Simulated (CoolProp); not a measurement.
Properties of carbon dioxide along the isotherm 306 K.

The numbers come from the reference Helmholtz-energy equation of state, Span 1996 in CoolProp.

```csv
p (MPa),phase,Joule-Thomson coefficient (K/MPa),expansivity (1/kK),conductivity (mW/(m K))
2.63,gas,[?],5.177,19.2
5.27,gas,10.09,10.73,24.3
7.9,supercritical,3.642,98.59,80.2
10.5,supercritical,1.312,[?],82.0
13.2,supercritical,0.8397,9.211,88.8
15.8,supercritical,[?],7.267,93.9
18.4,supercritical,0.4542,6.154,98.3
21.1,supercritical,0.3436,5.394,102
23.7,supercritical,0.2634,4.869,106
26.3,supercritical,0.2000,4.468,109
29,supercritical,0.1464,4.138,112
31.6,supercritical,0.1035,3.879,115
34.3,supercritical,0.06572,3.654,[?]
36.9,supercritical,[?],3.469,120
```

Problem. Fill in the missing entries.

Solution. 
- 2.63, Joule-Thomson coefficient (K/MPa): 10.30
- 10.5, expansivity (1/kK): 14.12
- 15.8, Joule-Thomson coefficient (K/MPa): 0.6049
- 34.3, conductivity (mW/(m K)): 118
- 36.9, Joule-Thomson coefficient (K/MPa): 0.03439

Thermal conductivity comes from a separate model (Huber 2016).
